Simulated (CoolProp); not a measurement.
Aqueous potassium formate as a coolant, 39 % by mass, freezing at -33.4 °C, 1 atm.

Values from CoolProp's Melinder's fits for secondary coolants.

```
T (°C)  conductivity (W/(m K))  cp (kJ/(kg K))  Prandtl number  viscosity (mPa s)
------  ----------------------  --------------  --------------  -----------------
-27.8                    0.464           2.816            54.0               8.90
-21                      0.472           2.829            39.1               6.53
-14.3               (withheld)           2.841            29.6               4.99
-7.6                     0.487           2.853            23.1               3.95
-0.8                     0.495           2.865            18.5               3.21
5.9                      0.503      (withheld)            15.3               2.68
12.7                (withheld)           2.889            12.9         (withheld)
19.4                     0.519           2.901      (withheld)         (withheld)
26.1                     0.527           2.913            9.68               1.75
32.9                     0.535           2.926            8.50               1.55
39.6                     0.542           2.940            7.53         (withheld)
```

Question: Some entries are withheld; supply them.

Answer: 
- -14.3, conductivity (W/(m K)): 0.479
- 5.9, cp (kJ/(kg K)): 2.877
- 12.7, conductivity (W/(m K)): 0.511
- 12.7, viscosity (mPa s): 2.28
- 19.4, Prandtl number: 11.1
- 19.4, viscosity (mPa s): 1.99
- 39.6, viscosity (mPa s): 1.39
